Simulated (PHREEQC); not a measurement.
Model water analysis in mmol/kgw, 20 °C, pH 6.71, pe 11.3:

```json
[
 {"constituent": "Na", "mmol/kgw": "0.057"},
 {"constituent": "K", "mmol/kgw": "0.000252"},
 {"constituent": "Ca", "mmol/kgw": "0.0215"},
 {"constituent": "Mg", "mmol/kgw": "0.00259"},
 {"constituent": "Cl", "mmol/kgw": "0.01"},
 {"constituent": "S(6)", "mmol/kgw": "0.033"},
 {"constituent": "Alkalinity (meq/kgw)", "mmol/kgw": "0.0296"},
 {"constituent": "N(5)", "mmol/kgw": "1.89e-05"},
 {"constituent": "Br", "mmol/kgw": "0.000267"},
 {"constituent": "Zn", "mmol/kgw": "0.000639"}
]
```

Valence states are taken as typed.

Computed with PHREEQC (ion-association model, wateq4f.dat).

```tsv
quantity	before	after
HCO3- (mol/kgw)	2.97e-5	2.96e-5
CO2 (mol/kgw)	1.38e-5	6.86e-6
CaSO4 (mol/kgw)	1.19e-7	1.19e-7
MgSO4 (mol/kgw)	1.55e-8	1.55e-8
NaSO4- (mol/kgw)	8.57e-9	8.57e-9
CaHCO3+ (mol/kgw)	7.02e-9	6.99e-9
SI of Zincite(c) (ZnO)	-4.22	-3.62
```

Task: Name the change that produced these shifts.
(A) Ca from 0.0215 to 0.043 mmol/kgw
(B) pH from 6.71 to 6.41 at the same alkalinity
(C) temperature from 20 to 75 °C at the same typed pH
(D) pH from 6.71 to 7.01 at the same alkalinity
(E) all concentrations times 2 at the same typed pH

Result: D, pH from 6.71 to 7.01 at the same alkalinity

Precipitation was switched off in this run.
